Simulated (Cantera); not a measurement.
Input (Python, Cantera) and output of one run.

```python
import numpy as np
import cantera as ct

gas_names = """
    B BH BH2 BH3 BN B2 H H2 N NH NH2 NH3 N2 N2H2 N2H4
""".split()
cond_names = """
    B(b) B(L) BN(s)
""".split()


# ... load() reads the species with a 1 bar reference pressure and builds the phases ...
atoms = {
    'B2H6': {'B': 2, 'H': 6},
    'N2': {'N': 2},
    'H2': {'H': 2},
}
top_T = {'BN(s)': 3200}  # K; cautious upper limits of use, not melting points


# ... equilibrate(T, P, feed) seeds the gas with the atoms and calls Mixture.equilibrate('TP', solver="vcs", rtol=1e-11, max_steps=5000) ...
results = []
feed = {'B2H6': 1, 'N2': 4.9, 'H2': 27}  # mol
T = 2398.15  # K
for P in [10, 32, 100, 320, 1000, 3200, 10000, 32000, 100000]:
    mix = equilibrate(T, P, feed)
    results.append((T, P, feed, dict(zip(mix.species_names, mix.species_moles))))

top = {s: max(r[3][s] / sum(r[3][g] for g in gas_names) for r in results) for s in gas_names}
cols = sorted((s for s in top if top[s] > 1e-06), key=lambda s: -top[s])[:6]
seen = [c for c in cond_names if any(r[3].get(c, 0) > 1e-12 for r in results)]
print("log10 of partial pressures in bar; condensed amounts in mol")
print(f"{'P/Pa':>10s}" + "".join(f"{s[:9]:>10s}" for s in cols + seen))
for T, P, feed, n in results:
    ng = sum(n[g] for g in gas_names)
    print(f"{P:10.4g}" + "".join(f"{np.log10(max(n[s] / ng * P / 1e5, 1e-99)):10.3f}" for s in cols)
          + "".join(f"{n.get(c, 0):10.4g}" for c in seen))
```

It prints:

```
log10 of partial pressures in bar; condensed amounts in mol
      P/Pa        H2         H        N2         B       BH2        BH      B(L)     BN(s)
        10    -4.721    -4.163    -5.060    -5.451    -8.197    -7.983         0         0
        32    -3.958    -3.781    -4.501    -4.899    -6.881    -7.049         0         0
       100    -3.299    -3.452    -3.954    -4.505    -5.828    -6.325    0.5281         0
       320    -2.688    -3.146    -3.404    -4.505    -5.217    -6.019     1.521         0
      1000    -2.137    -2.871    -2.884    -4.505    -4.666    -5.744     1.793         0
      3200    -1.601    -2.603    -2.365    -4.505    -4.130    -5.476     1.875         0
     1e+04    -1.089    -2.347    -1.863    -4.505    -3.618    -5.220     1.899         0
   3.2e+04    -0.561    -2.083    -1.436    -4.654    -3.240    -5.105         0     1.934
     1e+05    -0.061    -1.833    -0.941    -4.902    -2.987    -5.103         0     1.963
```

Method: chemical equilibrium by Gibbs-energy minimisation in Cantera with the NASA 1993 tables (ideal gas, pure condensed phases). The feed counts by its element totals alone. The tables' values for BH2 are old estimates; treat these amounts as uncertain. Gases not in the tables: B2H6 and higher boranes.
